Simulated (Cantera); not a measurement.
# Premixed flame

A freely propagating, adiabatic, planar premixed flame of 13.8 % CH₃OH, 17.2 % O₂, 69.0 % N₂, equivalence ratio 1.2, unburnt at 425 K and 1.00 atm; mixture-averaged transport, grid criteria slope 0.08 and curve 0.16, no radiation.

Computed with Cantera and GRI-Mech 3.0 (53 species, 325 reactions). GRI-Mech 3.0 was tuned for natural gas; its chemistry of methanol as a main component is partial and can be far from experiment. Burning velocities carry a grid error of a few per cent, more on coarse grids.

```json
[
 {"z (mm)": "-0.805", "T (K)": "425", "u (m/s)": "0.818", "x CH₃OH": "0.138", "x O₂": "0.172", "x H₂O₂": "8.91e-7", "x CO₂": "7.86e-7", "x H": "<1e-8", "x C₂H": "<1e-8"},
 {"z (mm)": "-0.537", "T (K)": "428", "u (m/s)": "0.826", "x CH₃OH": "0.137", "x O₂": "0.171", "x H₂O₂": "5.72e-6", "x CO₂": "6.25e-6", "x H": "<1e-8", "x C₂H": "<1e-8"},
 {"z (mm)": "-0.403", "T (K)": "438", "u (m/s)": "0.850", "x CH₃OH": "0.136", "x O₂": "0.169", "x H₂O₂": "2.59e-5", "x CO₂": "3.79e-5", "x H": "<1e-8", "x C₂H": "<1e-8"},
 {"z (mm)": "-0.268", "T (K)": "505", "u (m/s)": "0.994", "x CH₃OH": "0.131", "x O₂": "0.163", "x H₂O₂": "0.000174", "x CO₂": "0.000410", "x H": "<1e-8", "x C₂H": "<1e-8"},
 {"z (mm)": "-0.134", "T (K)": "878", "u (m/s)": "1.80", "x CH₃OH": "0.0978", "x O₂": "0.130", "x H₂O₂": "0.00105", "x CO₂": "0.00450", "x H": "1.86e-6", "x C₂H": "<1e-8"},
 {"z (mm)": "-0.0671", "T (K)": "1262", "u (m/s)": "2.67", "x CH₃OH": "0.0536", "x O₂": "0.0941", "x H₂O₂": "0.00155", "x CO₂": "0.0112", "x H": "0.000102", "x C₂H": "<1e-8"},
 {"z (mm)": "0", "T (K)": "1650", "u (m/s)": "3.61", "x CH₃OH": "0.00785", "x O₂": "0.0558", "x H₂O₂": "0.000172", "x CO₂": "0.0226", "x H": "0.00223", "x C₂H": "<1e-8"},
 {"z (mm)": "0.0671", "T (K)": "1785", "u (m/s)": "3.92", "x CH₃OH": "9.98e-5", "x O₂": "0.0325", "x H₂O₂": "8.46e-7", "x CO₂": "0.0364", "x H": "0.00798", "x C₂H": "<1e-8"},
 {"z (mm)": "0.134", "T (K)": "1830", "u (m/s)": "4.01", "x CH₃OH": "3.36e-7", "x O₂": "0.0198", "x H₂O₂": "4.54e-7", "x CO₂": "0.0489", "x H": "0.0115", "x C₂H": "<1e-8"},
 {"z (mm)": "0.268", "T (K)": "1887", "u (m/s)": "4.10", "x CH₃OH": "<1e-8", "x O₂": "0.0110", "x H₂O₂": "3.82e-7", "x CO₂": "0.0644", "x H": "0.0129", "x C₂H": "<1e-8"},
 {"z (mm)": "0.537", "T (K)": "1953", "u (m/s)": "4.22", "x CH₃OH": "<1e-8", "x O₂": "0.00743", "x H₂O₂": "2.72e-7", "x CO₂": "0.0740", "x H": "0.0112", "x C₂H": "<1e-8"},
 {"z (mm)": "1.07", "T (K)": "2024", "u (m/s)": "4.35", "x CH₃OH": "<1e-8", "x O₂": "0.00513", "x H₂O₂": "1.81e-7", "x CO₂": "0.0770", "x H": "0.00816", "x C₂H": "<1e-8"},
 {"z (mm)": "2.15", "T (K)": "2090", "u (m/s)": "4.47", "x CH₃OH": "<1e-8", "x O₂": "0.00308", "x H₂O₂": "1.14e-7", "x CO₂": "0.0787", "x H": "0.00532", "x C₂H": "<1e-8"}
]
```
x: mole fraction of selected species; z is measured from the peak of heat release.

```
Property                     Result
------------------------  ---------
laminar burning velocity  81.5 cm/s
thermal thickness          0.268 mm
peak x(H₂O₂)                0.00156
peak x(H)                    0.0129
peak x(C₂H)                   <1e-8
grid points                     125
```
